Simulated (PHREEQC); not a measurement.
Buffer: an equilibrium model

A solution holds 0.0082 mol NH4Cl and 0.0027 mol Na2HPO4 per kg of water, at 25 °C. Closed to the air; pH follows from the charge balance.

Equilibrium calculation in PHREEQC: ion-association model, wateq4f.dat.

Each row changes one thing in this solution. No solid was allowed to form.

| case | pH | ionic strength (mol/kgw) | NH4+ (mol/kgw) | HPO4-2 (mol/kgw) | H2PO4- (mol/kgw) | NH3 (mol/kgw) |
|---|---|---|---|---|---|---|
| as made | 7.91 | 0.0156 | 0.00788 | 0.00236 | 0.000324 | 0.000322 |
| Na2HPO4 from 0.0027 to 0.0054 mol/kgw | 8.06 | 0.0234 | 0.00776 | 0.00490 | 0.000443 | 0.000441 |
| 0.0036 mol/kgw HF added | 3.78 | 0.0138 | 0.00820 | 1.39e-6 | 0.00264 | 2.48e-8 |
| diluted 100-fold with water | 7.91 | 0.000155 | 7.85e-5 | 2.27e-5 | 4.35e-6 | 3.54e-6 |
| NH4Cl from 0.0082 to 0.0041 mol/kgw | 8.08 | 0.0117 | 0.00386 | 0.00245 | 0.000238 | 0.000236 |
| diluted 5-fold with water | 7.93 | 0.00311 | 0.00157 | 0.000466 | 7.31e-5 | 7.21e-5 |
| NH4Cl replaced by (NH4)2HPO4 at the same molality | 8.06 | 0.0309 | 0.0155 | 0.00998 | 0.000864 | 0.000862 |
| temperature from 25 to 40 °C | 7.66 | 0.0153 | 0.00771 | 0.00220 | 0.000489 | 0.000487 |
| temperature from 25 to 85 °C | 7.01 | 0.0139 | 0.00701 | 0.00150 | 0.00119 | 0.00119 |

Complexes and solids missing from the database can't appear. H3PO4, which wateq4f.dat lacks, is added to it with the constant of phreeqc.dat. Constants without temperature data keep their 25 °C values here.
